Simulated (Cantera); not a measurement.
Cantera run:

```python
import numpy as np
import cantera as ct

gas_names = """
    H HNO HNO2 HNO3 HO2 H2 H2O H2O2 N NH NH2 NH3 NH2OH NO NO2 NO3 N2 N2H2 N2H4 N2O O OH O2 O3 Si SiH
    SiH2 SiH3 SiH4 SiN SiO SiO2 Si2 Si2N Si3
""".split()
cond_names = """
    H2O(s) H2O(L) Si(cr) Si(L) SiO2(Lqz) SiO2(hqz) SiO2(L) Si2N2O(s) Si3N4(a)
""".split()


# ... load() reads the species with a 1 bar reference pressure and builds the phases ...
atoms = {
    'Si': {'Si': 1},
    'H2O': {'H': 2, 'O': 1},
    'H2': {'H': 2},
    'N2': {'N': 2},
}
top_T = {'Si2N2O(s)': 2100, 'Si3N4(a)': 2400}  # K; cautious upper limits of use, not melting points


# ... equilibrate(T, P, feed) seeds the gas with the atoms and calls Mixture.equilibrate('TP', solver="vcs", rtol=1e-11, max_steps=5000) ...
results = []
feed = {'Si': 1, 'H2O': 0.015, 'H2': 160, 'N2': 0.00019}  # mol
P = 4.3  # Pa
for T in [998, 1048, 1098, 1148, 1198, 1248, 1298]:
    mix = equilibrate(T, P, feed)
    results.append((T, P, feed, dict(zip(mix.species_names, mix.species_moles))))

top = {s: max(r[3][s] / sum(r[3][g] for g in gas_names) for r in results) for s in gas_names}
cols = sorted((s for s in top if top[s] > 0.001), key=lambda s: -top[s])[:5]
seen = [c for c in cond_names if any(r[3].get(c, 0) > 1e-12 for r in results)]
print("log10 of partial pressures in bar; condensed amounts in mol")
print(f"{'T/K':>10s}" + "".join(f"{s[:9]:>10s}" for s in cols + seen))
for T, P, feed, n in results:
    ng = sum(n[g] for g in gas_names)
    print(f"{T:10.4g}" + "".join(f"{np.log10(max(n[s] / ng * P / 1e5, 1e-99)):10.3f}" for s in cols)
          + "".join(f"{n.get(c, 0):10.4g}" for c in seen))
```

Result:

```
log10 of partial pressures in bar; condensed amounts in mol
       T/K        H2    Si(cr) SiO2(hqz) Si2N2O(s)
       998    -4.367    0.9913  0.006514   0.00019
      1048    -4.367    0.9857 0.0008542   0.00019
      1098    -4.367    0.9848         0  0.000189
      1148    -4.367    0.9849         0 0.0001348
      1198    -4.367     0.985         0         0
      1248    -4.367     0.985         0         0
      1298    -4.367    0.9848         0         0
```

Equilibrium computed with Cantera from the NASA thermochemical tables; the gas is ideal and each condensed phase is pure. N2 is the only nitrogen source here; it is nearly inert below about 1500 K, so the nitride shown seldom forms there in practice. Mutual solubility and eutectic melting of coexisting phases are not modelled.
